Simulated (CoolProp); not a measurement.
The numbers come from the reference Helmholtz-energy equation of state, Setzmann 1991 in CoolProp.

Question: Give the vapour pressure (bar), enthalpy of vaporisation (kJ/kg), liquid cp (kJ/(kg K)), liquid viscosity (µPa s) of saturated methane at 109.4, 119.5, 129.6 K.

Answer: 
| T (K) | p (bar) | enthalpy of vaporisation (kJ/kg) | liquid cp (kJ/(kg K)) | liquid viscosity (µPa s) |
|---|---|---|---|---|
| 109.4 | 0.837 | 515 | 3.47 | 123 |
| 119.5 | 1.85 | 496 | 3.54 | 99.1 |
| 129.6 | 3.59 | 473 | 3.65 | 81.8 |

Viscosity comes from a separate model (Quiñones-Cisneros 2006).
